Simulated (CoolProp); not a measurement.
Properties of R11 at several states.

Computed with CoolProp (reference Helmholtz-energy equation of state, Jacobsen 1992).

```tsv
T (°C)	p (bar)	phase	Z	isothermal compressibility (1/MPa)	conductivity (mW/(m K))
-51.35	71.3	liquid	(withheld)	(withheld)	(withheld)
157.05	0.296	gas	0.9970	33.89	(withheld)
-5.45	0.188	gas	0.9903	53.73	(withheld)
```

Task: What belongs in the gaps?

Result: 
- -51.35, Z: 0.3208
- -51.35, isothermal compressibility (1/MPa): 0.0007938
- -51.35, conductivity (mW/(m K)): 112
- 157.05, conductivity (mW/(m K)): 13.9
- -5.45, conductivity (mW/(m K)): 7.19

Thermal conductivity comes from a separate model (McLinden 2000), an estimate that may be off by 10 % or more.
